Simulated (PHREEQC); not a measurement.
Make-up at 20 °C: 0.25 mol Cu(NO3)2 and 0.0037 mol KCl per kg of water. Closed to the air; pH follows from the charge balance.

Computed with PHREEQC (ion-association model, phreeqc.dat).

**Question.** The ionic strength comes out as 0.753 mol/kgw. What activity coefficients do Cu2(OH)2+2, CuCl+, Cu+2, Cl-, NO3- get?

**Answer.** Cu2(OH)2+2 0.33, CuCl+ 0.62, Cu+2 0.22, Cl- 0.63, NO3- 0.58.

No solid was allowed to form. Caution: at this ionic strength the ion-association model is outside its range; a Pitzer model would be the better tool where its parameters exist.
